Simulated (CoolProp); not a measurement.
Vapour pressure (bar) of fluorine: the reference equation beside estimates from Tc = -128.7 °C, pc = 52.40 bar, ω = 0.045. Clausius-Clapeyron is anchored at -205.95 °C with a constant enthalpy of vaporisation of 7.188 kJ/mol.

Model: reference Helmholtz-energy equation of state, de Reuck 1990, in CoolProp.

```csv
T (°C),reference,Lee-Kesler,Clausius-Clapeyron,van der Waals,Redlich-Kwong,Peng-Robinson
-205.95,0.07158,0.07472,0.07158,0.8803,0.04122,0.08009
-201.95,0.1474,0.1524,0.1475,1.323,0.09717,0.1615
-197.95,0.2789,0.2864,0.2813,1.907,0.2042,0.3003
-193.95,0.4917,0.5029,0.5027,2.655,0.3906,0.5218
-189.95,0.8168,0.8330,0.8496,3.586,0.6912,0.8563
-185.95,1.290,1.313,1.368,4.721,1.146,1.339
-181.95,1.950,1.982,2.114,6.079,1.801,2.008
-177.95,2.840,2.883,3.148,7.677,2.702,2.906
-173.95,4.005,4.060,4.540,9.532,3.899,4.078
-169.95,5.491,5.558,6.364,11.66,5.441,5.571
-165.95,7.347,7.425,8.699,14.08,7.377,7.435
```

Absolute difference from the reference over all 11 rows, mean and median: Lee-Kesler 2.1 and 1.8 %, Clausius-Clapeyron 7.3 and 6.0 %, van der Waals 389.1 and 266.0 %, Redlich-Kwong 15.2 and 11.2 %, Peng-Robinson 4.9 and 3.8 %.
